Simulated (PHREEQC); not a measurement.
0.71 g of hydrous ferric oxide (600 m²/g; 0.2 weak and 0.005 strong sites per Fe, Dzombak-Morel constants, diffuse double layer) in 1 kg of water with 0.3 mol/kgw of an inert sodium salt and 0.003 mol/kgw NaF and 0.0011 mol/kgw NaH2PO4, at 25 °C; the pH is set by adding NaOH or the inert anion's acid. O2 is buffered at 0.21 atm. CO2 from the air is kept out. No solid was allowed to form.

The series has 17 steps of pH, from 4 to 12.

Computed with PHREEQC (ion-association model, wateq4f.dat).

**Question.** Near which pH is half of the P sorbed, and on which side is more sorbed?

**Answer.** Near pH 8.5, with more sorbed at lower pH.

**Question.** At which pH does the surface charge pass through zero?

**Answer.** Near pH 5.9.

H3PO4, which wateq4f.dat lacks, is added to it with the constant of phreeqc.dat.
